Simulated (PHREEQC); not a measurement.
Consider water at 20 °C with 39 mmol/kgw Fe2(SO4)3. Closed to the air; pH follows from the charge balance.

Model: ion-association model, phreeqc.dat, run in PHREEQC.

| quantity | before | after |
|---|---|---|
| pH | 2.61 | 5.54 |
| ionic strength (mol/kgw) | 0.135 | 0.0982 |
| SO4-2 (mol/kgw) | 0.0320 | 0.0296 |
| HSO4- (mol/kgw) | 0.00306 | 3.55e-6 |

Q: What was changed between the two runs?
A) Fe2(SO4)3 replaced by Na2SO4 at the same molality
B) Fe2(SO4)3 from 0.039 to 0.0039 mol/kgw
C) 0.045 mol/kgw HNO3 added
D) Fe2(SO4)3 replaced by (NH4)2SO4 at the same molality
E) Fe2(SO4)3 replaced by ZnSO4 at the same molality

A: D, Fe2(SO4)3 replaced by (NH4)2SO4 at the same molality

This is a speciation only: nothing precipitates in the calculation. Some of these states are supersaturated (in Hematite (slow to form), Goethite (slow to form), for instance).
